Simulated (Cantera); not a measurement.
Cantera with NASA thermochemical tables; ideal gases at 1 bar, condensed phases pure. Values are per mole of reaction as written; species without (g) are pure solids or liquids, kept so even where they would boil at 1 bar.

Problem. Between 300 and 2800 K, where is each reaction favourable under standard conditions?
- 4 CuF₂(g) + O₂(g) → 2 Cu₂O + 4 F₂(g)

Solution. 
- 4 CuF₂(g) + O₂(g) → 2 Cu₂O + 4 F₂(g): ΔG° is 810 kJ at 300 K and 1221 kJ at 2800 K; it stays positive (K < 1). ΔH° is 1016 kJ and ΔS° -73 J/K at 2800 K.
